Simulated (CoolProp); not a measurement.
A closed Brayton cycle with carbon dioxide: compressor inlet 323.15 K and 8.5 MPa, high pressure 20 MPa, turbine inlet 635 K, compressor efficiency 0.8, turbine efficiency 0.85, recuperator effectiveness 0.9 (on enthalpy, no pinch check). Each further row changes one setting.

Computed with CoolProp (reference Helmholtz-energy equation of state, Span 1996).

```csv
case,thermal efficiency (%),net work (kJ/kg),compressor to turbine work,compressor exit (K),turbine exit (K)
as stated,20.9,35.5,0.55,392.9,550.1
turbine inlet 585 K,17.4,(withheld),0.61,392.9,(withheld)
compressor inlet 333.15 K,18.4,29.0,0.63,409.6,550.1
high pressure 17 MPa,20.6,(withheld),(withheld),379.2,(withheld)
recuperator effectiveness 0.5,14.6,35.5,0.55,392.9,550.1
```

### Question
Complete the blanks.

### Answer

- turbine inlet 585 K, net work (kJ/kg): 27.3
- turbine inlet 585 K, turbine exit (K): 503.0
- high pressure 17 MPa, net work (kJ/kg): 31.2
- high pressure 17 MPa, compressor to turbine work: 0.52
- high pressure 17 MPa, turbine exit (K): 566.1
